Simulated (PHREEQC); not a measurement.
Dissolve 1 mmol/kgw ZnSO4 and 2.4 mmol/kgw H3PO4 at 25 °C. Closed to the air; pH follows from the charge balance.

Equilibrium calculation in PHREEQC: ion-association model, wateq4f.dat.

Each row changes one thing in this solution. No solid was allowed to form.

```tsv
case	pH	ionic strength (mol/kgw)	SO4-2 (mol/kgw)	HSO4- (mol/kgw)
as made	2.77	0.00536	0.000800	0.000106
temperature from 25 to 50 °C	2.80	0.00515	?	0.000163
H3PO4 from 0.0024 to 0.0012 mol/kgw	?	0.00454	0.000837	6.16e-5
H3PO4 from 0.0024 to 0.012 mol/kgw	2.23	0.00991	0.000656	0.000278
ZnSO4 from 0.001 to 0.0005 mol/kgw	2.75	0.00370	0.000414	5.84e-5
H3PO4 left out	?	0.00355	?	6.13e-8
ZnSO4 replaced by (NH4)2SO4 at the same molality	2.77	?	0.000867	0.000116
```

**Question.** Fill in the missing entries.

**Answer.** 
- temperature from 25 to 50 °C, SO4-2 (mol/kgw): 0.000737
- H3PO4 from 0.0024 to 0.0012 mol/kgw, pH: 3.03
- H3PO4 left out, pH: 6.07
- H3PO4 left out, SO4-2 (mol/kgw): 0.000887
- ZnSO4 replaced by (NH4)2SO4 at the same molality, ionic strength (mol/kgw): 0.00468

H3PO4, which wateq4f.dat lacks, is added to it with the constant of phreeqc.dat. Away from 25 °C the constants follow the database's enthalpies or fits; those with neither stay at their 25 °C values. The database has no phosphate complexes of Zn.
